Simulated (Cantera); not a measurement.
An isothermal, constant-pressure homogeneous reactor starts with H2 : O2 = 0.3 : 1 (molar parts), equivalence ratio 0.15, at 1400 K and 24.0 Torr.

Model: GRI-Mech 3.0 (53 species, 325 reactions), integrated in Cantera. Radical loss at walls, strong at low pressure, is not modelled. The temperature is held fixed by assumption; the heat of reaction is taken as removed at once.

Question: Predict: x(H2) at 1.00 s; x(O2) at 1.00 s; x(H) at 1.00 s; x(OH) at 1.00 s; x(HO2) at 1.00 s.

Answer: 
* **x(H2) at 1.00 s**: 1.14e-6 (gas-phase equilibrium 7.71e-7)
* **x(O2) at 1.00 s**: 0.739 (gas-phase equilibrium 0.739)
* **x(H) at 1.00 s**: 4.28e-8 (gas-phase equilibrium 2.40e-8)
* **x(OH) at 1.00 s**: 0.000196 (gas-phase equilibrium 0.000161)
* **x(HO2) at 1.00 s**: 1.45e-7 (gas-phase equilibrium 1.59e-7)
